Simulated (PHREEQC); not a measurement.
Consider water at 25 °C with 0.33 mol/kgw H3BO3 and 0.00085 mol/kgw Na2B4O7. Closed to the air; pH follows from the charge balance.

Model: Pitzer model, pitzer.dat, run in PHREEQC.

Precipitation was switched off in this run.

### Question
What pH does the model give?

### Answer
pH 6.04.

### Question
In which forms is B present?

### Answer
B(OH)3 99 %, B3O3(OH)4- 1.3 % of the B.

Complexes and solids missing from the database can't appear.
